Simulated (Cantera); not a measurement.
A perfectly stirred reactor is fed with CO : O2 : H2O : N2 = 0.024 : 0.024 : 0.001 : 1 (molar parts), equivalence ratio 0.50, at 0.133 bar; it is held at 1250 K, and followed from long to short residence time.

Cantera simulation using GRI-Mech 3.0 (53 species, 325 reactions); the numbers are that mechanism's predictions, not measurements.

Question: What does this change do: pressure from 0.133 bar to 0.630 bar?

Answer: 
```tsv
quantity	before	after
x(CO) at τ = 3.80 s	0.000679	0.000283
x(O2) at τ = 3.80 s	0.0118	0.0117
x(H2O) at τ = 3.80 s	0.000915	0.000954
x(N2O) at τ = 3.80 s	1.40e-7	9.65e-7
x(H2) at τ = 3.80 s	8.83e-6	1.53e-6
x(CO) at τ = 0.100 s	0.00647	0.00299
x(O2) at τ = 0.100 s	0.0139	0.0129
x(H2O) at τ = 0.100 s	0.000542	0.000902
x(N2O) at τ = 0.100 s	8.73e-8	6.02e-7
x(H2) at τ = 0.100 s	3.74e-5	1.44e-5
```
